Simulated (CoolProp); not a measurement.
Dodecamethylcyclohexasiloxane (D6) along the isotherm 346.85 °C: fugacity coefficient from the reference equation and from simpler models built on Tc = 372.6 °C, pc = 0.9614 MPa, ω = 0.736; each cubic takes its own stable root.

Model: reference Helmholtz-energy equation of state, Colonna 2008, in CoolProp. It is a short technical equation, of lower accuracy than the large ones.

| p (MPa) | phase | reference | van der Waals | Redlich-Kwong | Soave-Redlich-Kwong | Peng-Robinson |
|---|---|---|---|---|---|---|
| 0.601 | gas | 0.7215 | 0.7953 | 0.7666 | 0.7533 | 0.7357 |
| 1.2 | liquid | 0.4159 | 0.5378 | 0.4877 | 0.4460 | 0.4288 |
| 1.8 | liquid | 0.3049 | 0.4124 | 0.3630 | 0.3300 | 0.3138 |
| 2.4 | liquid | 0.2506 | 0.3525 | 0.3017 | 0.2732 | 0.2570 |
| 3 | liquid | 0.2192 | 0.3197 | 0.2662 | 0.2403 | 0.2238 |
| 3.61 | liquid | 0.1990 | 0.3006 | 0.2435 | 0.2193 | 0.2022 |
| 4.21 | liquid | 0.1858 | 0.2902 | 0.2288 | 0.2056 | 0.1878 |
| 4.81 | liquid | 0.1769 | 0.2852 | 0.2190 | 0.1965 | 0.1778 |
